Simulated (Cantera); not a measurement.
**Stirred combustor or abatement burner**

A perfectly stirred reactor is fed with CH4 : CO : O2 : N2 = 1 : 0.48 : 1.87 : 7.02 (molar parts), at 33000 Pa; it is adiabatic with a 498 K inlet, and is followed from long to short residence time, starting on the burning branch (τ in s: 0.046, 0.024, 0.013, 0.0065, 0.0034, 0.0018, 0.00092, 0.00048, 0.00025, 0.00013, 6.7e-05, 3.5e-05, 1.8e-05).

Cantera simulation using GRI-Mech 3.0 (53 species, 325 reactions); the numbers are that mechanism's predictions, not measurements.

| τ (s) | T (K) | x CH4 | x CO | x O2 | x HCN | x H2 | x C2H2 | x H |
|---|---|---|---|---|---|---|---|---|
| 0.046 | 2214 | 8.94e-6 | 0.0570 | 0.00322 | 1.03e-6 | 0.0210 | 4.76e-9 | 0.00508 |
| 0.024 | 2183 | 1.39e-5 | 0.0581 | 0.00431 | 1.10e-6 | 0.0218 | 7.92e-9 | 0.00643 |
| 0.013 | 2147 | 2.15e-5 | 0.0593 | 0.00555 | 1.12e-6 | 0.0228 | 1.31e-8 | 0.00804 |
| 0.0065 | 2100 | 3.62e-5 | 0.0608 | 0.00715 | 1.14e-6 | 0.0239 | 2.48e-8 | 0.0103 |
| 0.0034 | 2054 | 6.11e-5 | 0.0621 | 0.00876 | 1.20e-6 | 0.0250 | 4.96e-8 | 0.0126 |
| 0.0018 | 2008 | 0.000106 | 0.0636 | 0.0104 | 1.36e-6 | 0.0260 | 1.09e-7 | 0.0149 |
| 0.00092 | 1962 | 0.000200 | 0.0655 | 0.0124 | 1.69e-6 | 0.0268 | 2.87e-7 | 0.0170 |
| 0.00048 | 1919 | 0.000390 | 0.0684 | 0.0150 | 2.33e-6 | 0.0273 | 8.39e-7 | 0.0180 |
| 0.00025 | 1871 | 0.000842 | 0.0740 | 0.0194 | 3.61e-6 | 0.0277 | 2.97e-6 | 0.0174 |
| 0.00013 | 1766 | 0.00297 | 0.0885 | 0.0334 | 6.69e-6 | 0.0295 | 2.34e-5 | 0.0115 |
| 6.7e-5 | 498 | 0.0964 | 0.0463 | 0.180 | <1e-12 | <1e-12 | <1e-12 | <1e-12 |
| 3.5e-5 | 498 | 0.0964 | 0.0463 | 0.180 | <1e-12 | <1e-12 | <1e-12 | <1e-12 |
| 1.8e-5 | 498 | 0.0964 | 0.0463 | 0.180 | <1e-12 | <1e-12 | <1e-12 | <1e-12 |
x: mole fraction; the columns are a selection and need not sum to one.
